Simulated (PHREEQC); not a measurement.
## Buffer: speciation

Consider water at 30 °C with 0.0018 mol/kgw NaH2PO4, 0.2 mol/kgw Na2HPO4 and 0.0011 mol/kgw KCl. Closed to the air; pH follows from the charge balance.

The numbers come from PHREEQC with the ion-association model, phreeqc.dat.

Each row changes one thing in this solution. Precipitation was switched off in this run.

| case | pH | ionic strength (mol/kgw) | Na+ (mol/kgw) | HPO4-2 (mol/kgw) | NaHPO4- (mol/kgw) | H2PO4- (mol/kgw) | SI of Halite (NaCl) | SI of Sylvite (KCl) |
|---|---|---|---|---|---|---|---|---|
| as made | 8.57 | 0.549 | 0.375 | 0.172 | 0.0270 | 0.00217 | -5.30 | -7.26 |
| Na2HPO4 from 0.2 to 0.04 mol/kgw | 8.17 | 0.119 | 0.0797 | 0.0379 | 0.00207 | 0.00181 | (withheld) | -7.10 |
| Na2HPO4 from 0.2 to 0.22 mol/kgw | 8.59 | 0.600 | 0.410 | 0.188 | 0.0314 | 0.00224 | -5.26 | -7.27 |
| temperature from 30 to 70 °C | 8.40 | 0.555 | 0.377 | 0.174 | 0.0244 | 0.00245 | -5.35 | -7.46 |
| Na2HPO4 left out | 4.99 | 0.00292 | 0.00180 | 1.34e-5 | 3.70e-8 | 0.00178 | -7.33 | -6.89 |
| 0.0047 mol/kgw H2SO4 added | 7.84 | 0.544 | 0.375 | 0.165 | 0.0259 | 0.0113 | -5.30 | -7.26 |
| Na2HPO4 from 0.2 to 0.02 mol/kgw | 7.95 | 0.0615 | 0.0411 | 0.0193 | 0.000669 | 0.00180 | -6.11 | -7.04 |
| Na2HPO4 from 0.2 to 0.18 mol/kgw | 8.56 | 0.497 | 0.339 | 0.157 | 0.0228 | 0.00210 | -5.34 | -7.25 |
| diluted 5-fold with water | 8.80 | 0.117 | 0.0783 | 0.0378 | (withheld) | 0.000425 | -6.57 | -8.50 |

Some entries are withheld; supply them.


- Na2HPO4 from 0.2 to 0.04 mol/kgw, SI of Halite (NaCl): -5.87
- diluted 5-fold with water, NaHPO4- (mol/kgw): 0.00204

Constants without temperature data keep their 25 °C values here.
